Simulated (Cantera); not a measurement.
# Ignition delay

Mixture: CH3OH : O2 : N2 = 1 : 3.57 : 13.4 (molar parts), equivalence ratio 0.42, at 101000 Pa, adiabatic and at constant volume. Ignition delay is the time to a rise of 400 K.

Detailed kinetics in Cantera: GRI-Mech 3.0 (53 species, 325 reactions). GRI-Mech 3.0 was tuned for natural gas; its chemistry of methanol as a main component is partial and can be far from experiment.

```csv
T0 (K),delay (ms)
1275,3.53
1325,1.80
1375,0.976
1425,0.563
1475,0.342
1525,0.218
1575,0.144
1625,0.0983
```

- apparent activation energy between 1525 and 1625 K: 160 kJ/mol
